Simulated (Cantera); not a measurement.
A Cantera script and its output.

```python
import numpy as np
import cantera as ct

gas = ct.Solution("gri30.yaml")
gas.TPX = 1248, 1700, {'N2O': 1, 'H2': 0.025, 'N2': 4.6}
reactor = ct.IdealGasConstPressureReactor(gas, energy="off", clone=False)
net = ct.ReactorNet([reactor])
net.rtol, net.atol = 1e-08, 1e-18
show = ['N2O', 'H2', 'O', 'H2O', 'NO2', 'H', 'NO']
times = np.geomspace(4e-06, 20, 10)

steps = ct.SolutionArray(gas, extra=["t"])
rows = []
print(f"{'t/s':>10s}{'T/K':>9s}{'P/Pa':>11s}" + "".join(f"{s:>11s}" for s in show))
for t in times:
    while net.time < t:
        t_next = net.step()
        steps.append(gas.state, t=t_next)
    rows.append([np.interp(t, steps.t, y) for y in (steps.T, steps.P, *steps(*show).X.T)])
    print(f"{t:10.3e}{rows[-1][0]:9.1f}{rows[-1][1]:11.4g}" + "".join(f"{x:11.3e}" for x in rows[-1][2:]))
rate = np.gradient(steps.T, steps.t)
print("integrator steps:", len(steps.t))
if steps.T.max() > steps.T[0] + 200:
    print(f"time of steepest temperature rise: {steps.t[rate.argmax()]:.4e} s")
gas.TPX = 1248, 1700, {'N2O': 1, 'H2': 0.025, 'N2': 4.6}
gas.equilibrate("TP")
print(f"equilibrium (TP): T = {gas.T:.1f} K  " + "  ".join(f"{s} {gas[s].X[0]:.3e}" for s in show))
```

It prints:

```
       t/s      T/K       P/Pa        N2O         H2          O        H2O        NO2          H         NO
 4.000e-06   1248.0       1700  1.778e-01  4.444e-03  8.961e-09  2.362e-14  3.095e-24  9.281e-12  2.694e-12
 2.220e-05   1248.0       1700  1.778e-01  4.444e-03  4.924e-08  4.034e-12  2.814e-21  2.765e-10  8.238e-11
 1.232e-04   1248.0       1700  1.778e-01  4.444e-03  2.585e-07  7.208e-10  2.610e-18  7.350e-09  2.484e-09
 6.840e-04   1248.0       1700  1.778e-01  4.444e-03  1.075e-06  1.249e-07  4.340e-15  1.361e-07  6.719e-08
 3.796e-03   1248.0       1700  1.778e-01  4.429e-03  1.981e-06  1.234e-05  3.022e-11  1.456e-06  1.252e-06
 2.107e-02   1248.0       1700  1.773e-01  4.015e-03  2.169e-06  4.121e-04  3.328e-08  5.995e-06  1.772e-05
 1.170e-01   1248.0       1700  1.741e-01  1.285e-03  3.166e-06  3.138e-03  9.552e-07  2.766e-06  1.091e-04
 6.492e-01   1248.0       1700  1.702e-01  3.271e-05  3.564e-06  4.399e-03  1.810e-05  4.201e-08  3.740e-04
 3.603e+00   1248.0       1700  1.567e-01  5.449e-08  3.487e-06  4.405e-03  3.992e-05  1.254e-08  1.770e-03
 2.000e+01   1248.0       1700  1.002e-01  5.789e-08  3.421e-06  4.289e-03  3.076e-05  1.574e-08  7.648e-03
integrator steps: 1454
equilibrium (TP): T = 1248.0 K  N2O 1.779e-09  H2 3.713e-09  O 1.450e-07  H2O 4.089e-03  NO2 2.013e-07  H 2.197e-10  NO 1.858e-04
```

Computed with Cantera and GRI-Mech 3.0 (53 species, 325 reactions). GRI-Mech 3.0 was tuned for natural gas; its chemistry of N2O as a main component is partial and can be far from experiment. Radical loss at walls, strong at low pressure, is not modelled. The mechanism lacks the step 2 NO + O2 → 2 NO2, which can matter for NO2 below about 1400 K. The temperature is held fixed by assumption; the heat of reaction is taken as removed at once.
